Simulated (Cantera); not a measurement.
A closed system holds: 1 mol Zr, 3.2 mol N2O, 7.9 mol H2, 0.34 mol H2O, held at 0.100 bar.

These are equilibrium values from Cantera (NASA tables, ideal gas, pure condensed phases), not measurements of a reactor. Candidate condensed phases: H2O, Zr, ZrN, ZrO2; 28 gas species. The numbers say what is thermodynamically allowed, not how fast it happens. All values below are at 2600 K.

Base state: H2 0.518, N2 0.267, H2O 0.123, H 0.0873, OH 0.00479, O 0.000523, NO 0.000245, O2 5.04e-5 (mole fractions); condensed: ZrO2(tetragonal).

**Question.** What changes in the equilibrium state with this change: pressure from 0.100 bar to 10.0 mbar?

**Answer.** 
| species | before | after |
|---|---|---|
| H2 | 0.518 | 0.399 |
| H | 0.0873 | 0.243 |
| N2 | 0.267 | 0.242 |
| H2O | 0.123 | 0.0960 |
| OH | 0.00479 | 0.0135 |
| ZrO2 | 1.45e-5 | 0.000145 |
| O2 | 5.04e-5 | 0.000518 |
| O | 0.000523 | 0.00530 |
| ZrO2(tetragonal), mol | 1.000 | 0.998 |
